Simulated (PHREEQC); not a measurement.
Dissolve 0.0074 mol H2SO4, 4.4e-05 mol K2SO4 and 7.8e-05 mol H3BO3 per kg of water at 15 °C. It is in equilibrium with CO2 at log p = -3.5 (atm). Otherwise closed; pH follows from the charge balance.

Model: ion-association model, phreeqc.dat, run in PHREEQC.

```tsv
quantity	before	after
pH	1.97	2.05
ionic strength (mol/kgw)	0.0168	0.0126
SO4-2 (mol/kgw)	0.00468	0.00259
HSO4- (mol/kgw)	0.00276	0.00485
KSO4- (mol/kgw)	1.44e-6	1.89e-6
HCO3- (mol/kgw)	5.75e-10	2.80e-10
```

Problem. What was changed between the two runs?
A. temperature from 15 to 10 °C
B. temperature from 15 to 70 °C
C. K2SO4 from 4.4e-05 to 8.8e-05 mol/kgw
D. diluted 5-fold with water

Solution. B, temperature from 15 to 70 °C

Precipitation was switched off in this run. Away from 25 °C the constants follow the database's enthalpies or fits; those with neither stay at their 25 °C values.
